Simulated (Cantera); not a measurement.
## Thermodynamics of sublimation and decomposition of ceramics, feed SiC + C + H2

Input: 1 mol SiC, 0.19 mol C, 2 mol H2, equilibrated at 5850 Torr.

Cantera equilibrium calculation (NASA polynomials, part measured and part estimated; ideal gas, pure solids and liquids). Candidate condensed phases: C, C6H6, C7H8, C8H18, Si, SiC; 87 gas species. Gases not in the tables: Si2H6 and higher silanes. Rates play no part.

```json
[
 {"T (K)": "2173", "log p H2": "0.89", "log p C2H2 (acetylene)": "-1.77", "log p H": "-1.87", "log p CH4": "-1.78", "log p Si": "-4.55", "n C(graphite)": "0.177", "n SiC(s)": "1.000"},
 {"T (K)": "2248", "log p H2": "0.89", "log p C2H2 (acetylene)": "-1.59", "log p H": "-1.69", "log p CH4": "-1.85", "log p Si": "-4.14", "n C(graphite)": "0.173", "n SiC(s)": "1.000"},
 {"T (K)": "2323", "log p H2": "0.89", "log p C2H2 (acetylene)": "-1.43", "log p H": "-1.52", "log p CH4": "-1.91", "log p Si": "-3.76", "n C(graphite)": "0.167", "n SiC(s)": "1.000"},
 {"T (K)": "2398", "log p H2": "0.89", "log p C2H2 (acetylene)": "-1.27", "log p H": "-1.36", "log p CH4": "-1.98", "log p Si": "-3.40", "n C(graphite)": "0.160", "n SiC(s)": "1.000"},
 {"T (K)": "2473", "log p H2": "0.88", "log p C2H2 (acetylene)": "-1.13", "log p H": "-1.21", "log p CH4": "-2.04", "log p Si": "-3.06", "n C(graphite)": "0.149", "n SiC(s)": "0.999"},
 {"T (K)": "2548", "log p H2": "0.88", "log p C2H2 (acetylene)": "-1.00", "log p H": "-1.07", "log p CH4": "-2.10", "log p Si": "-2.74", "n C(graphite)": "0.136", "n SiC(s)": "0.998"},
 {"T (K)": "2623", "log p H2": "0.88", "log p C2H2 (acetylene)": "-0.87", "log p H": "-0.94", "log p CH4": "-2.15", "log p Si": "-2.44", "n C(graphite)": "0.119", "n SiC(s)": "0.997"},
 {"T (K)": "2698", "log p H2": "0.87", "log p C2H2 (acetylene)": "-0.76", "log p H": "-0.81", "log p CH4": "-2.21", "log p Si": "-2.16", "n C(graphite)": "0.0988", "n SiC(s)": "0.994"}
]
```
log p: log10 of the partial pressure in bar; n: condensed amount in mol.

From 2173 K to 2698 K the condensed part is C(graphite) + SiC(s). The main Si-bearing gas is SiH2 at 2173 K and Si at 2698 K.
